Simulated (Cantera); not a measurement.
Feed: 1 mol CuF2, 1.5 mol O2, 6.4 mol H2, held at 1.00 Torr.

These are equilibrium values from Cantera (NASA tables, ideal gas, pure condensed phases), not measurements of a reactor. Candidate condensed phases: Cu, CuF2, CuO, Cu(OH)2, Cu2O, H2O; 27 gas species. Kinetics and transport are ignored.

What share of the Cu ends up in condensed phases as a function of T (K), at 1048, 1098, 1148, 1198, 1248, 1298, 1348, 1398, 1448, 1498, 1548, 1598, 1648, 1698?


| T (K) | Cu condensed (%) | as |
|---|---|---|
| 1048 | 100.0 | Cu(s) |
| 1098 | 100.0 | Cu(s) |
| 1148 | 100.0 | Cu(s) |
| 1198 | 100.0 | Cu(s) |
| 1248 | 100.0 | Cu(s) |
| 1298 | 99.9 | Cu(s) |
| 1348 | 99.7 | Cu(s) |
| 1398 | 99.2 | Cu(l) |
| 1448 | 98.1 | Cu(l) |
| 1498 | 95.4 | Cu(l) |
| 1548 | 89.6 | Cu(l) |
| 1598 | 77.5 | Cu(l) |
| 1648 | 52.6 | Cu(l) |
| 1698 | 1.2 | Cu(l) |
